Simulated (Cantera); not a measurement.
What does this Cantera script print?

```python
import numpy as np
import cantera as ct

gas = ct.Solution("gri30.yaml")
gas.TPX = 900, 2666, {'H2': 0.02, 'O2': 4}
reactor = ct.IdealGasConstPressureReactor(gas, energy="off", clone=False)
net = ct.ReactorNet([reactor])
net.rtol, net.atol = 1e-08, 1e-18
show = ['H2', 'O2', 'H2O', 'O', 'OH', 'H', 'H2O2']
times = np.geomspace(5e-05, 40, 11)

steps = ct.SolutionArray(gas, extra=["t"])
rows = []
print(f"{'t/s':>10s}{'T/K':>9s}{'P/Pa':>11s}" + "".join(f"{s:>11s}" for s in show))
for t in times:
    while net.time < t:
        t_next = net.step()
        steps.append(gas.state, t=t_next)
    rows.append([np.interp(t, steps.t, y) for y in (steps.T, steps.P, *steps(*show).X.T)])
    print(f"{t:10.3e}{rows[-1][0]:9.1f}{rows[-1][1]:11.4g}" + "".join(f"{x:11.3e}" for x in rows[-1][2:]))
rate = np.gradient(steps.T, steps.t)
print("integrator steps:", len(steps.t))
if steps.T.max() > steps.T[0] + 200:
    print(f"time of steepest temperature rise: {steps.t[rate.argmax()]:.4e} s")
gas.TPX = 900, 2666, {'H2': 0.02, 'O2': 4}
gas.equilibrate("TP")
print(f"equilibrium (TP): T = {gas.T:.1f} K  " + "  ".join(f"{s} {gas[s].X[0]:.3e}" for s in show))
```

It prints:

```
       t/s      T/K       P/Pa         H2         O2        H2O          O         OH          H       H2O2
 5.000e-05    900.0       2666  4.975e-03  9.950e-01  1.036e-15  3.642e-14  3.564e-14  1.907e-13  1.545e-19
 1.947e-04    900.0       2666  4.975e-03  9.950e-01  4.443e-14  4.064e-13  3.734e-13  4.964e-13  2.352e-18
 7.579e-04    900.0       2666  4.975e-03  9.950e-01  1.315e-12  3.419e-12  2.503e-12  1.076e-12  3.694e-17
 2.951e-03    900.0       2666  4.975e-03  9.950e-01  3.502e-11  3.944e-11  1.972e-11  5.318e-12  6.209e-16
 1.149e-02    900.0       2666  4.975e-03  9.950e-01  9.797e-09  8.092e-09  3.596e-09  8.961e-10  4.594e-14
 4.472e-02    900.0       2666  8.494e-04  9.940e-01  3.962e-03  8.527e-04  2.171e-04  1.188e-04  1.902e-07
 1.741e-01    900.0       2666  3.659e-05  9.949e-01  4.940e-03  7.194e-05  1.932e-05  8.578e-07  2.513e-08
 6.778e-01    900.0       2666  5.259e-06  9.950e-01  4.979e-03  8.736e-06  5.281e-06  2.847e-08  9.532e-09
 2.639e+00    900.0       2666  7.090e-07  9.950e-01  4.986e-03  9.591e-07  1.757e-06  1.045e-09  3.605e-09
 1.027e+01    900.0       2666  5.863e-08  9.950e-01  4.987e-03  1.094e-07  6.182e-07  4.126e-11  9.336e-10
 4.000e+01    900.0       2666  1.929e-09  9.950e-01  4.987e-03  1.523e-08  2.332e-07  2.103e-12  1.881e-10
integrator steps: 1142
equilibrium (TP): T = 900.0 K  H2 9.859e-14  O2 9.950e-01  H2O 4.988e-03  O 3.311e-11  OH 1.073e-08  H 2.263e-16  H2O2 5.529e-13
```

Cantera simulation using GRI-Mech 3.0 (53 species, 325 reactions); the numbers are that mechanism's predictions, not measurements. Radical loss at walls, strong at low pressure, is not modelled. Below about 950 K walls govern HO2 and H2O2 in real vessels.
